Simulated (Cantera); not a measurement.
Input (Python, Cantera) and output of one run.

```python
import numpy as np
import cantera as ct

gas_names = """
    Cu CuO Cu2 H HO2 H2 H2O H2O2 O OH O2 O3
""".split()
cond_names = """
    Cu(cr) Cu(L) CuO(s) CuO2H2(s) Cu2O(s) Cu2O(L) H2O(s) H2O(L)
""".split()


# ... load() reads the species with a 1 bar reference pressure and builds the phases ...
atoms = {
    'Cu2O': {'Cu': 2, 'O': 1},
    'H2': {'H': 2},
    'H2O': {'H': 2, 'O': 1},
}
top_T = {'CuO(s)': 1390}  # K; cautious upper limits of use, not melting points


# ... equilibrate(T, P, feed) seeds the gas with the atoms and calls Mixture.equilibrate('TP', solver="vcs", rtol=1e-11, max_steps=5000) ...
results = []
feed = {'Cu2O': 1, 'H2': 0.55, 'H2O': 0.45}  # mol
P = 550000  # Pa
for T in [1275, 1300, 1325, 1350, 1375, 1400, 1425, 1450]:
    mix = equilibrate(T, P, feed)
    results.append((T, P, feed, dict(zip(mix.species_names, mix.species_moles))))

top = {s: max(r[3][s] / sum(r[3][g] for g in gas_names) for r in results) for s in gas_names}
cols = sorted((s for s in top if top[s] > 0.0001), key=lambda s: -top[s])[:6]
seen = [c for c in cond_names if any(r[3].get(c, 0) > 1e-12 for r in results)]
print("log10 of partial pressures in bar; condensed amounts in mol")
print(f"{'T/K':>10s}" + "".join(f"{s[:9]:>10s}" for s in cols + seen))
for T, P, feed, n in results:
    ng = sum(n[g] for g in gas_names)
    print(f"{T:10.4g}" + "".join(f"{np.log10(max(n[s] / ng * P / 1e5, 1e-99)):10.3f}" for s in cols)
          + "".join(f"{n.get(c, 0):10.4g}" for c in seen))
```

It prints:

```
log10 of partial pressures in bar; condensed amounts in mol
       T/K       H2O        H2    Cu(cr)     Cu(L)   Cu2O(s)
      1275     0.740    -3.408       1.1         0    0.4501
      1300     0.740    -3.342       1.1         0    0.4501
      1325     0.740    -3.278       1.1         0    0.4501
      1350     0.740    -3.217       1.1         0    0.4501
      1375     0.740    -3.170         0       1.1    0.4501
      1400     0.740    -3.130         0       1.1    0.4501
      1425     0.740    -3.091         0       1.1    0.4501
      1450     0.740    -3.054         0       1.1    0.4501
```

These are equilibrium values from Cantera (NASA tables, ideal gas, pure condensed phases), not measurements of a reactor. Mutual solubility and eutectic melting of coexisting phases are not modelled.
